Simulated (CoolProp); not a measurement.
Aqueous potassium formate as a coolant, at 27 °C, 1 atm.

Values from CoolProp's Melinder's fits for secondary coolants.

| mass % | freezing point (°C) | conductivity (W/(m K)) | cp (kJ/(kg K)) | Prandtl number | density (kg/m³) |
|---|---|---|---|---|---|
| 3.6 | -1.6 | 0.601 | 4.044 | 6.21 | 1019 |
| 8 | -3.8 | 0.591 | 3.884 | 6.46 | 1046 |
| 12.5 | -6.4 | 0.582 | 3.724 | 6.66 | 1073 |
| 16.9 | -9.3 | 0.574 | 3.572 | 6.93 | 1100 |
| 21.3 | -12.7 | 0.567 | 3.424 | 7.31 | 1128 |
| 25.7 | -16.6 | 0.558 | 3.284 | 7.79 | 1157 |
| 30.1 | -21.3 | 0.549 | 3.152 | 8.31 | 1188 |
| 34.5 | -26.8 | 0.539 | 3.030 | 8.86 | 1219 |
| 38.9 | -33.2 | 0.528 | 2.918 | 9.49 | 1251 |
| 43.3 | -40.7 | 0.516 | 2.813 | 10.4 | 1284 |
| 47.7 | -49.4 | 0.503 | 2.713 | 12.2 | 1320 |
